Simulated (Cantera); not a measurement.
A freely propagating, adiabatic, planar premixed flame of 22.2 % H2, 13.9 % O2, 63.9 % N2, equivalence ratio 0.80, unburnt at 575 K and 100.0 Torr; unity-Lewis-number transport, grid criteria slope 0.08 and curve 0.16, no radiation.

Model: the H2/O2 subset of GRI-Mech 3.0, which has no nitrogen chemistry, integrated in Cantera. Unity Lewis numbers drop preferential diffusion, which matters most where H2 and H carry the flame. Burning velocities carry a grid error of a few per cent, more on coarse grids.

Predict: laminar burning velocity; thermal thickness; peak x(OH); peak x(H2O2); peak x(H).


- laminar burning velocity: 262 cm/s
- thermal thickness: 4.76 mm
- peak x(OH): 0.0126
- peak x(H2O2): 8.63e-7
- peak x(H): 0.0615
